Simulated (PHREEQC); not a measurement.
Consider water at 25 °C with 0.00145 mol Na2SeO4, 0.0085 mol H3PO4 and 2.1e-05 mol FeCl3 per kg of water. Closed to the air; pH follows from the charge balance.

Equilibrium calculation in PHREEQC: ion-association model, wateq4f.dat.

No solid was allowed to form.

### Question
Predict the pH.

### Answer
pH 2.33.

### Question
In which forms is P present?

### Answer
H2PO4- 62 %, H3PO4 38 % of the P.

Saturation is exceeded, for instance for Strengite, Hematite (slow to form); the values hold only as long as no solid forms. H3PO4, which wateq4f.dat lacks, is added to it with the constant of phreeqc.dat.
